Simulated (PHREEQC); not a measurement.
Dissolve 0.042 mol H3PO4 and 0.013 mol HNO3 per kg of water at 20 °C. Closed to the air; pH follows from the charge balance.

Equilibrium calculation in PHREEQC: ion-association model, phreeqc.dat.

No solid was allowed to form.

### Question
Predict the pH.

### Answer
pH 1.66.

### Question
In which forms is P present?

### Answer
H3PO4 72 %, H2PO4- 28 % of the P.

Complexes and solids missing from the database can't appear.
